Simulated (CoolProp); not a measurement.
Vapour-liquid equilibrium of isohexane (1) + ethanol (2) at 0.239 MPa; x and y are mole fractions of (1).

Computed with CoolProp (multi-fluid Helmholtz-energy mixture model, Lemmon 2006 and Schroeder 2014; pair parameters Bell 2016).

Q: Give the bubble temperature and the first vapour's composition at x = 0.55, 0.75, 0.85. Is there an azeotrope?

A: x = 0.55: 353.6 K, y = 0.621; x = 0.75: 353.8 K, y = 0.663; x = 0.85: 355.1 K, y = 0.724. y crosses x between x = 0.55 and 0.65: the model has an azeotrope there.

The pair parameters rest on a limited set of measurements; away from them the model extrapolates. With so large a gap from Raoult's law the liquid may split in two, which this calculation doesn't test in full.
